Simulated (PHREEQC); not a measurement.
Copper plating or etch bath: speciation

Make-up at 40 °C: 0.0047 mol Cu(NO3)2, 0.031 mol HNO3 and 0.55 mol NaCl per kg of water. Closed to the air; pH follows from the charge balance.

The numbers come from PHREEQC with the ion-association model, phreeqc.dat.

Each row changes one thing in this solution. Precipitation was switched off in this run.

```tsv
case	pH	SI of Halite (NaCl)
as made	1.63	-2.45
HNO3 from 0.031 to 0.0279 mol/kgw	(withheld)	-2.45
Cu(NO3)2 replaced by Ca(NO3)2 at the same molality	1.63	-2.45
temperature from 40 to 90 °C	(withheld)	(withheld)
```

Some entries are withheld; supply them.


- HNO3 from 0.031 to 0.0279 mol/kgw, pH: 1.68
- temperature from 40 to 90 °C, pH: 1.64
- temperature from 40 to 90 °C, SI of Halite (NaCl): -2.53

Species that the database lacks are ignored. Away from 25 °C the constants follow the database's enthalpies or fits; those with neither stay at their 25 °C values.
